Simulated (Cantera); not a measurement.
What does this Cantera script print?

```python
import numpy as np
import cantera as ct

gas = ct.Solution("gri30.yaml")
gas.TPX = 1900, 27000, {'CH4': 1, 'CO2': 4.5}
reactor = ct.IdealGasConstPressureReactor(gas, energy="off", clone=False)
net = ct.ReactorNet([reactor])
net.rtol, net.atol = 1e-08, 1e-18
show = ['CH4', 'CO2', 'H2', 'H2O', 'CH2CO']
times = np.geomspace(2e-06, 1, 10)

steps = ct.SolutionArray(gas, extra=["t"])
rows = []
print(f"{'t/s':>10s}{'T/K':>9s}{'P/Pa':>11s}" + "".join(f"{s:>11s}" for s in show))
for t in times:
    while net.time < t:
        t_next = net.step()
        steps.append(gas.state, t=t_next)
    rows.append([np.interp(t, steps.t, y) for y in (steps.T, steps.P, *steps(*show).X.T)])
    print(f"{t:10.3e}{rows[-1][0]:9.1f}{rows[-1][1]:11.4g}" + "".join(f"{x:11.3e}" for x in rows[-1][2:]))
rate = np.gradient(steps.T, steps.t)
print("integrator steps:", len(steps.t))
if steps.T.max() > steps.T[0] + 200:
    print(f"time of steepest temperature rise: {steps.t[rate.argmax()]:.4e} s")
gas.TPX = 1900, 27000, {'CH4': 1, 'CO2': 4.5}
gas.equilibrate("TP")
print(f"equilibrium (TP): T = {gas.T:.1f} K  " + "  ".join(f"{s} {gas[s].X[0]:.3e}" for s in show))
```

Result:

```
       t/s      T/K       P/Pa        CH4        CO2         H2        H2O      CH2CO
 2.000e-06   1900.0    2.7e+04  1.818e-01  8.182e-01  2.128e-05  1.613e-06  7.923e-15
 8.595e-06   1900.0    2.7e+04  1.816e-01  8.181e-01  1.081e-04  1.034e-05  8.581e-13
 3.694e-05   1900.0    2.7e+04  1.806e-01  8.177e-01  5.120e-04  5.131e-05  7.394e-11
 1.587e-04   1900.0    2.7e+04  1.743e-01  8.147e-01  4.474e-03  4.933e-04  1.302e-08
 6.822e-04   1900.0    2.7e+04  1.177e-01  7.659e-01  5.733e-02  1.225e-02  8.175e-06
 2.932e-03   1900.0    2.7e+04  4.130e-02  6.109e-01  8.623e-02  9.213e-02  8.523e-05
 1.260e-02   1900.0    2.7e+04  4.441e-03  4.269e-01  3.892e-02  1.969e-01  1.858e-04
 5.415e-02   1900.0    2.7e+04  1.745e-03  3.114e-01  6.337e-02  1.946e-01  3.875e-05
 2.327e-01   1900.0    2.7e+04  5.180e-06  2.756e-01  7.541e-02  1.910e-01  5.710e-08
 1.000e+00   1900.0    2.7e+04  6.891e-12  2.755e-01  7.541e-02  1.909e-01  9.981e-15
integrator steps: 1929
equilibrium (TP): T = 1900.0 K  CH4 7.378e-12  CO2 2.755e-01  H2 7.541e-02  H2O 1.909e-01  CH2CO 1.057e-14
```

Detailed kinetics in Cantera: GRI-Mech 3.0 (53 species, 325 reactions).
